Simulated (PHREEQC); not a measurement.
## Polishing slurry liquid

Dissolve 0.00034 mol/kgw NH3, 2.8e-05 mol/kgw H4SiO4 and 0.0094 mol/kgw H3BO3 at 25 °C. Closed to the air; pH follows from the charge balance.

Model: ion-association model, phreeqc.dat, run in PHREEQC.

No solid was allowed to form.

What pH, ionic strength does the model give?

pH 7.79; ionic strength 0.000329 mol/kgw.

In which forms is B present?

H3BO3 97 %, H2BO3- 3.5 % of the B.
